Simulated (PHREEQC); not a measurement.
**Acid rinse or clean: speciation**

Consider water at 25 °C with 0.0066 mol/kgw HF and 0.029 mol/kgw MnSO4. Closed to the air; pH follows from the charge balance.

Computed with PHREEQC (ion-association model, phreeqc.dat).

Each row changes one thing in this solution. This is a speciation only: nothing precipitates in the calculation.

| case | pH | ionic strength (mol/kgw) | Mn+2 (mol/kgw) | MnOH+ (mol/kgw) |
|---|---|---|---|---|
| as made | 2.88 | 0.0754 | 0.0187 | 1.98e-10 |
| 0.0034 mol/kgw FeCl2 added | 2.88 | 0.0832 | 0.0191 | 1.95e-10 |
| HF left out | 6.45 | 0.0736 | 0.0184 | 7.19e-7 |
| HF from 0.0066 to 0.0033 mol/kgw | 3.08 | 0.0747 | 0.0186 | 3.12e-10 |
| temperature from 25 to 90 °C | 3.31 | 0.0558 | 0.0142 | 3.09e-8 |
| HF from 0.0066 to 0.00066 mol/kgw | 3.61 | 0.0739 | 0.0185 | 1.04e-9 |
| temperature from 25 to 85 °C | 3.27 | 0.0569 | 0.0144 | 2.17e-8 |
| temperature from 25 to 45 °C | 2.99 | 0.0681 | 0.0170 | 1.06e-9 |
| MnSO4 replaced by Mn(NO3)2 at the same molality | 2.73 | 0.0887 | 0.0288 | 2.07e-10 |

Constants without temperature data keep their 25 °C values here. Fluoro complexes past AlF4- and FeF3 are missing from the database.
